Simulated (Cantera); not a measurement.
Feed: 1 mol SiH4, 0.0061 mol Cl2, 170 mol H2, at 49.0 mbar.

Equilibrium computed with Cantera from the NASA thermochemical tables; the gas is ideal and each condensed phase is pure. Candidate condensed phases: Si; 19 gas species. Gases not in the tables: Si2H6 and higher silanes. Rates play no part.

### Question
Which condensed phases are stable at each of these points (T (K)): 1100, 1200, 1300, 1400, 1500, 1600, 1700?

### Answer
```csv
T (K),condensed phases,Si condensed (%)
1100,Si(s),100.0
1200,Si(s),100.0
1300,Si(s),100.0
1400,Si(s),100.0
1500,Si(s),100.0
1600,Si(s),99.9
1700,Si(l),99.4
```

From 1100 K to 1600 K the condensed part is Si(s). At 1700 K the condensed part is Si(l).
